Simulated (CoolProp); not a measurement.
Values from CoolProp's reference Helmholtz-energy equation of state, Lemmon 2006. It is a short technical equation, of lower accuracy than the large ones.

For carbon monoxide, give the phase and the Joule-Thomson coefficient (K/MPa) at 171.1 K and 0.48 MPa; 215.8 K and 0.48 MPa.


- 171.1 K and 0.48 MPa: gas; Joule-Thomson coefficient 6.88
- 215.8 K and 0.48 MPa: gas; Joule-Thomson coefficient 4.61
